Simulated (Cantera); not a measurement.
An isothermal, constant-pressure homogeneous reactor starts with CO : O2 : H2O : N2 = 0.0035 : 0.0033 : 0.0014 : 1 (molar parts), equivalence ratio 0.53, at 898 K and 0.464 atm. Integrator tolerance rtol = 1e-08.

Detailed kinetics in Cantera: GRI-Mech 3.0 (53 species, 325 reactions).

What does this change do: temperature 898 to 1450 K?


```json
[
 {"quantity": "x(CO) at 50.0 s", "before": "0.00273 (gas-phase equilibrium <1e-12)", "after": "2.93e-7 (gas-phase equilibrium 2.98e-7)"},
 {"quantity": "x(O2) at 50.0 s", "before": "0.00291 (gas-phase equilibrium 0.00154)", "after": "0.00154 (gas-phase equilibrium 0.00149)"},
 {"quantity": "x(H2O) at 50.0 s", "before": "0.00138 (gas-phase equilibrium 0.00139)", "after": "0.00139 (gas-phase equilibrium 0.00139)"},
 {"quantity": "x(NO2) at 50.0 s", "before": "2.06e-11 (gas-phase equilibrium 6.03e-9)", "after": "8.33e-10 (gas-phase equilibrium 3.27e-8)"},
 {"quantity": "x(HO2) at 50.0 s", "before": "3.57e-7 (gas-phase equilibrium <1e-12)", "after": "3.28e-10 (gas-phase equilibrium 3.21e-10)"},
 {"quantity": "x(CO2) at 50.0 s", "before": "0.000744 (gas-phase equilibrium 0.00348)", "after": "0.00348 (gas-phase equilibrium 0.00348)"},
 {"quantity": "x(H) at 50.0 s", "before": "1.28e-8 (gas-phase equilibrium <1e-12)", "after": "3.08e-9 (gas-phase equilibrium 3.11e-9)"}
]
```
